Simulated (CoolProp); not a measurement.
Properties of n-perfluorohexane along the isotherm 176.85 °C (Tc = 174.9 °C, pc = 1.742 MPa, ω = 0.497).

The numbers come from the reference Helmholtz-energy equation of state, Gao 2022 in CoolProp.

| p (MPa) | phase | Z | isothermal compressibility (1/MPa) | fugacity coefficient |
|---|---|---|---|---|
| 0.272 | gas | 0.9440 | 3.904 | 0.9466 |
| 0.544 | gas | 0.8826 | 2.107 | 0.8938 |
| 0.816 | gas | 0.8141 | 1.555 | 0.8415 |
| 1.09 | gas | 0.7345 | 1.349 | 0.7890 |
| 1.36 | gas | 0.6386 | 1.368 | 0.7367 |
| 1.63 | gas | (withheld) | 1.928 | 0.6826 |
| 1.9 | supercritical | 0.2038 | 1.022 | (withheld) |
| 2.18 | supercritical | 0.2056 | 0.2461 | (withheld) |
| 2.45 | supercritical | 0.2198 | 0.1441 | 0.5055 |
| 2.72 | supercritical | 0.2362 | 0.1024 | 0.4663 |
| 2.99 | supercritical | 0.2534 | 0.07959 | 0.4342 |
| 3.27 | supercritical | 0.2716 | 0.06477 | 0.4064 |
| 3.54 | supercritical | 0.2894 | 0.05498 | 0.3839 |
| 3.81 | supercritical | 0.3072 | 0.04779 | (withheld) |
| 4.08 | supercritical | 0.3250 | 0.04229 | 0.3479 |
| 4.35 | supercritical | 0.3427 | 0.03794 | 0.3333 |

**Question.** Some entries are withheld; supply them.

**Answer.** 
- 1.63, Z: 0.5032
- 1.9, fugacity coefficient: 0.6185
- 2.18, fugacity coefficient: 0.5543
- 3.81, fugacity coefficient: 0.3646
